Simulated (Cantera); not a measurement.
A freely propagating, adiabatic, planar premixed flame of H2 : O2 : N2 : H2O = 1 : 0.633 : 2.91 : 0.14 (molar parts), equivalence ratio 0.79, unburnt at 723 K and 100.0 Torr; mixture-averaged transport, grid criteria slope 0.08 and curve 0.16, no radiation.

Detailed kinetics in Cantera: the H2/O2 subset of GRI-Mech 3.0, which has no nitrogen chemistry. Burning velocities carry a grid error of a few per cent, more on coarse grids.

Task: What does this change do: N2 2.91 to 3.7 parts?

Result: 
```csv
quantity,before,after
laminar burning velocity,696 cm/s,580 cm/s
thermal thickness,8.01 mm,8.72 mm
peak x(O),0.0145,0.0110
peak x(H),0.0606,0.0489
peak x(HO2),3.56e-5,2.95e-5
```

Task: What does this change do: inlet temperature 723 to 400 K?

Result: 
```json
[
 {"quantity": "laminar burning velocity", "before": "696 cm/s", "after": "193 cm/s"},
 {"quantity": "thermal thickness", "before": "8.01 mm", "after": "5.53 mm"},
 {"quantity": "peak x(O)", "before": "0.0145", "after": "0.00940"},
 {"quantity": "peak x(H)", "before": "0.0606", "after": "0.0384"},
 {"quantity": "peak x(HO2)", "before": "3.56e-5", "after": "0.000106"}
]
```

Task: What does this change do: inlet temperature 723 to 500 K?

Result: 
```csv
quantity,before,after
laminar burning velocity,696 cm/s,297 cm/s
thermal thickness,8.01 mm,6.19 mm
peak x(O),0.0145,0.0109
peak x(H),0.0606,0.0451
peak x(HO2),3.56e-5,7.97e-5
```
